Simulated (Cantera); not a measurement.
Feed: 1 mol (CH3)2SiCl2, 0.27 mol C2H2, 10 mol H2, 0.12 mol C2H4, equilibrated at 8800 Pa.

Equilibrium computed with Cantera from the NASA thermochemical tables; the gas is ideal and each condensed phase is pure. Candidate condensed phases: C, C6H6, C7H8, C8H18, Si, SiC; 109 gas species. The feed counts by its element totals alone. The tables' values for SiCl3 are old estimates; treat these amounts as uncertain. Kinetics and transport are ignored.

x: gas mole fraction; n: condensed amount in mol.

```csv
T (K),x H2,x HCl,x SiCl4,x CH4,x SiHCl3,n C(graphite),n SiC(s)
925,0.903,0.0602,0.0199,0.0163,?,1.85,0.707
975,0.896,0.0790,0.0148,0.00888,?,1.88,0.776
1025,0.887,0.0975,0.00999,0.00508,?,1.86,0.845
1075,0.877,0.113,0.00596,0.00305,?,1.83,0.904
1125,0.870,0.124,0.00315,0.00192,?,1.81,0.947
1175,0.866,0.131,0.00152,0.00126,?,1.79,0.972
1225,0.864,0.134,0.000711,0.000862,?,1.78,0.985
```

Task: Fill in the missing entries.

Result: 
- 925, x SiHCl3: 0.00108
- 975, x SiHCl3: 0.000960
- 1025, x SiHCl3: 0.000780
- 1075, x SiHCl3: 0.000574
- 1125, x SiHCl3: 0.000382
- 1175, x SiHCl3: 0.000237
- 1225, x SiHCl3: 0.000143
